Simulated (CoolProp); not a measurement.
Vapour-liquid equilibrium of propylene (1) + n-hexane (2) at 294.5 K; x and y are mole fractions of (1).

Values from CoolProp's multi-fluid Helmholtz-energy mixture model, Lemmon 2013 and Thol 2019; pair parameters Bell 2016.

| x | bubble pressure, mixture model (kPa) | bubble pressure, Raoult's law (kPa) | y, mixture model | y, Raoult's law |
|---|---|---|---|---|
| 0.05 | 87.04 | 68.95 | 0.805 | 0.763 |
| 0.2 | (withheld) | 224.3 | 0.933 | 0.939 |
| 0.35 | 363.6 | 379.7 | 0.960 | 0.971 |
| 0.5 | 492.1 | 535.0 | (withheld) | 0.984 |
| 0.65 | 638.6 | 690.4 | 0.985 | 0.991 |
| 0.8 | (withheld) | 845.7 | 0.992 | 0.996 |
| 0.95 | 988.7 | 1001 | (withheld) | 0.999 |

Task: What belongs in the gaps?

Result: 
- 0.2, bubble pressure, mixture model (kPa): 239.9
- 0.5, y, mixture model: 0.974
- 0.8, bubble pressure, mixture model (kPa): 805.6
- 0.95, y, mixture model: 0.998

The largest gap from Raoult's law is +26.2 % in bubble pressure, at x = 0.05. No azeotrope shows between x = 0.05 and 0.95.

Pair parameters are fitted to limited data, so mixtures are less certain than the pure fluids. The gap from Raoult's law changes sign with composition, which may be real or a fault of the pair parameters; it wasn't checked against measurements.
